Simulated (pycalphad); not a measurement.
Computed with pycalphad from the COST 507 light-alloy database (1999), at 1 atm. The data set is of 1999 and partly superseded. Kinetics are ignored, which matters at the lower temperatures.

Question: How does the equilibrium phase assembly of Cu-71.31Si (wt.%) change on cooling from 2350 K to 550 K?

Answer: 
```tsv
T (K)	phases above	phases below
1598.8	LIQUID	DIAMOND_A4 + LIQUID
1073.7	DIAMOND_A4 + LIQUID	CU19SI6_ETA + DIAMOND_A4
```
Changes were sought between steps of 100 K, so a narrower field can be missed.

Database names, with the compositions (at.%) that they take in these runs: CU19SI6_ETA: Cu 76 Si 24. DIAMOND_A4 is diamond (Si).
